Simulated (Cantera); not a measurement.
A diamond (100) surface in a fixed gas of H2 with x(CH4) = 0.0029, x(H) = 0.00042, at 1025 K, 45.8 Torr; coverages are run to steady state.

Detailed kinetics in Cantera: the Harris–Goodwin 1993 mechanism for the reconstructed diamond (100) surface.

θ: site fractions in the mechanism's names (c6HH fully hydrogenated, c6H* and c6*H radical sites, c6** diradical, c6HM methylated).

```
x(CH3)   growth (µm/h)  θ c6HH  θ c6H*  θ c6*H   θ c6**    θ c6HM
-------  -------------  ------  ------  ------  -------  --------
1e-06           0.0200   0.586  0.0201   0.384  0.00928  0.000641
2.3e-06         0.0459   0.585  0.0201   0.383  0.00926   0.00147
5.2e-06          0.103   0.584  0.0200   0.382  0.00923   0.00332
1.2e-05          0.237   0.580  0.0199   0.380  0.00914   0.00760
2.7e-05          0.524   0.573  0.0196   0.375  0.00895    0.0168
6.3e-05           1.18   0.556  0.0190   0.363  0.00853    0.0379
0.00014           2.43   0.523  0.0178   0.341      ___    0.0781
0.00033           4.87   0.460  0.0155   0.297      ___     0.157
0.00075           8.36   0.368  0.0123   0.234      ___     0.270
```

Problem. Fill in the missing entries.

Solution. 
- 0.00014, θ c6**: 0.00772
- 0.00033, θ c6**: 0.00620
- 0.00075, θ c6**: 0.00416
